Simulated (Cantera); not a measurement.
Charge: 1 mol SiCl4, 1.3 mol H2, 2.6 mol Cl2, held at 602 °C and 100000 Pa.

Method: chemical equilibrium by Gibbs-energy minimisation in Cantera with the NASA 1993 tables (ideal gas, pure condensed phases). Candidate condensed phases: Si; 19 gas species. Equilibrium is a limit: real reactors are often held back by kinetics, nucleation or transport.

Problem. What is the equilibrium state?

Solution. 
```
Property                              Value
--------------------------------  ---------
x(HCl)                                0.531
x(Cl2)                                0.265
x(SiCl4)                              0.204
x(Cl)                               2.37e-5
gas amount                        4.900 mol
log10 activity of Si(s) (absent)     -32.19
```
